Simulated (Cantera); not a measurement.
An adiabatic, constant-pressure homogeneous reactor starts with 10.8 % CH4, 11.9 % CO, 16.2 % O2, 61.0 % N2, equivalence ratio 1.7, at 1198 K and 270 Torr.

Model: GRI-Mech 3.0 (53 species, 325 reactions), integrated in Cantera.

Question: Predict: time of steepest temperature rise; temperature at 3.00 s; equilibrium temperature; x(CO) at 3.00 s; x(O2) at 3.00 s; x(H2) at 3.00 s; x(NO2) at 3.00 s; x(NO) at 3.00 s.

Answer: 
| Quantity | Value |
|---|---|
| time of steepest temperature rise | 0.215 s |
| temperature at 3.00 s | 2499 K |
| equilibrium temperature | 2499 K |
| x(CO) at 3.00 s | 0.155 (gas-phase equilibrium 0.155) |
| x(O2) at 3.00 s | 0.000538 (gas-phase equilibrium 0.000538) |
| x(H2) at 3.00 s | 0.0586 (gas-phase equilibrium 0.0586) |
| x(NO2) at 3.00 s | 2.68e-8 (gas-phase equilibrium 2.68e-8) |
| x(NO) at 3.00 s | 0.000994 (gas-phase equilibrium 0.000994) |
